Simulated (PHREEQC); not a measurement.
Solution (47 °C): 0.31 mol/kgw H2SO4, 0.043 mol/kgw LiCl and 0.029 mol/kgw NiSO4. Closed to the air; pH follows from the charge balance.

Model: ion-association model, wateq4f.dat, run in PHREEQC.

**Question.** The ionic strength comes out as 0.448 mol/kgw. What activity coefficients do HSO4-, SO4-2, NiCl+, H+, Cl- get?

**Answer.** HSO4- 0.66, SO4-2 0.20, NiCl+ 0.72, H+ 0.76, Cl- 0.64.

This is a speciation only: nothing precipitates in the calculation. Complexes and solids missing from the database can't appear. Constants without temperature data keep their 25 °C values here.
